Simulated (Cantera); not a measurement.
A freely propagating, adiabatic, planar premixed flame of H₂ : O₂ : N₂ = 1 : 0.357 : 1.34 (molar parts), unburnt at 650 K and 0.197 atm; mixture-averaged transport, grid criteria slope 0.08 and curve 0.16, no radiation.

Detailed kinetics in Cantera: the H2/O2 subset of GRI-Mech 3.0, which has no nitrogen chemistry. Burning velocities carry a grid error of a few per cent, more on coarse grids.

x: mole fraction of selected species; z is measured from the peak of heat release.

| z (mm) | T (K) | u (m/s) | x H₂ | x O₂ | x H | x O | x H₂O | x HO₂ |
|---|---|---|---|---|---|---|---|---|
| -11.6 | 650 | 8.37 | 0.371 | 0.132 | <1e-8 | <1e-8 | <1e-8 | <1e-8 |
| -7.73 | 650 | 8.37 | 0.371 | 0.132 | <1e-8 | <1e-8 | <1e-8 | <1e-8 |
| -5.80 | 650 | 8.37 | 0.371 | 0.132 | <1e-8 | <1e-8 | <1e-8 | <1e-8 |
| -3.86 | 650 | 8.37 | 0.371 | 0.132 | 3.42e-7 | <1e-8 | 3.35e-8 | 4.90e-7 |
| -1.93 | 657 | 8.45 | 0.369 | 0.132 | [?] | [?] | [?] | [?] |
| -0.966 | 769 | 9.79 | 0.347 | 0.128 | 0.0109 | 0.000334 | 0.0110 | 4.09e-5 |
| 0 | 1156 | 14.3 | 0.197 | 0.0764 | 0.0834 | 0.00726 | 0.118 | 1.72e-5 |
| 0.966 | 1427 | 17.5 | 0.0952 | [?] | 0.121 | 0.0106 | 0.225 | [?] |
| 1.93 | 1538 | 18.7 | 0.0914 | 0.0126 | 0.113 | 0.0102 | 0.237 | 2.42e-6 |
| 3.86 | 1671 | 20.1 | 0.0972 | 0.0106 | 0.0979 | 0.00948 | 0.242 | 1.77e-6 |
| 7.73 | 1822 | 21.7 | 0.103 | 0.00866 | 0.0808 | 0.00813 | 0.248 | 1.27e-6 |
| 15.5 | 1980 | 23.3 | 0.108 | 0.00653 | 0.0636 | 0.00632 | 0.257 | 8.75e-7 |
| 30.9 | 2134 | 24.8 | 0.111 | 0.00447 | 0.0477 | 0.00438 | 0.267 | 6.04e-7 |

Question: Some entries are withheld; supply them.

Answer: 
- -1.93, x H: 0.000437
- -1.93, x O: 9.27e-6
- -1.93, x H₂O: 0.000454
- -1.93, x HO₂: 5.53e-5
- 0.966, x O₂: 0.0184
- 0.966, x HO₂: 3.96e-6
